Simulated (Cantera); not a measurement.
Input: 1 mol V₂O₃, 0.8 mol H₂, 50 mol N₂, equilibrated at 0.00300 bar.

These are equilibrium values from Cantera (NASA tables, ideal gas, pure condensed phases), not measurements of a reactor. Candidate condensed phases: H₂O, V, VN, VO, V₂O₃, V₂O₄, V₂O₅; 28 gas species. Mutual solubility and eutectic melting of coexisting phases are not modelled. VO: taken at fixed stoichiometry. Condensed phases not in the tables: the oxides between V₂O₃ and V₂O₅ other than VO₂. Equilibrium is a limit: real reactors are often held back by kinetics, nucleation or transport.

Problem. At 1948 K, list the 6 most abundant gas species with their mole fractions, and the condensed phases.

Solution. N₂ 0.981, H₂ 0.0141, H 0.00245, VO₂ 0.00193, H₂O 0.000350, VO 0.000283. Condensed: VO(s) + V₂O₃(s).
